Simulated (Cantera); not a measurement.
Charge: 1 mol CH₂F₂, 0.085 mol CH₄, at 1700 °C and 1.00 bar.

Equilibrium computed with Cantera from the NASA thermochemical tables; the gas is ideal and each condensed phase is pure. Equilibrium is a limit: real reactors are often held back by kinetics, nucleation or transport.

| species | before | after |
|---|---|---|
| HF | 0.921 | 0.769 |
| H | 0.000377 | 0.103 |
| F | 1.64e-6 | 0.0351 |
| H₂ | 0.0781 | 0.0304 |
| C₃ | <1e-9 | 0.0292 |
| C₂ | <1e-9 | 0.00327 |
| C | <1e-9 | 0.00297 |
| C₅ | <1e-9 | 0.00195 |
| C₂H | 4.12e-9 | 0.00696 |
| CF | 6.64e-9 | 0.00976 |
| C₄ | <1e-9 | 0.000340 |
| C(graphite), mol | 1.08 | 0.719 |
Gas species are given as mole fractions.

Task: Name the change that produced these shifts.
(A) CH₄ from 0.085 to 0.12 mol
(B) pressure from 1.00 bar to 0.133 bar
(C) CH₄ from 0.085 to 0.61 mol
(D) temperature from 1700 °C to 3227 °C

Result: D, temperature from 1700 °C to 3227 °C
